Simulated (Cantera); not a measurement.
A closed system holds: 1 mol LiCl, 0.53 mol H2, at 1248 K and 1.80e-5 bar.

Method: chemical equilibrium by Gibbs-energy minimisation in Cantera with the NASA 1993 tables (ideal gas, pure condensed phases). Candidate condensed phases: Li, LiCl, LiH; 11 gas species. Rates play no part.

Base state: LiCl 0.652, H2 0.346, HCl 0.000529, Li 0.000529, Li2Cl2 0.000437, H 6.48e-5 (mole fractions); condensed: gas only.

Question: What changes in the equilibrium state with this change: pressure from 1.80e-5 bar to 0.00133 bar?

Answer: 
```csv
species,before,after
LiCl,0.652,0.615
H2,0.346,0.356
Li2Cl2,0.000437,0.0288
Li3Cl3,9.66e-9,4.43e-5
H,6.48e-5,7.63e-6
Li,0.000529,0.000176
```

Question: What changes in the equilibrium state with this change: temperature from 1248 K to 1100 K?

Answer: 
| species | before | after |
|---|---|---|
| LiCl | 0.652 | 0.646 |
| H2 | 0.346 | 0.348 |
| Li2Cl2 | 0.000437 | 0.00579 |
| H | 6.48e-5 | 3.60e-6 |
| Li | 0.000529 | 9.60e-5 |
| HCl | 0.000529 | 9.60e-5 |
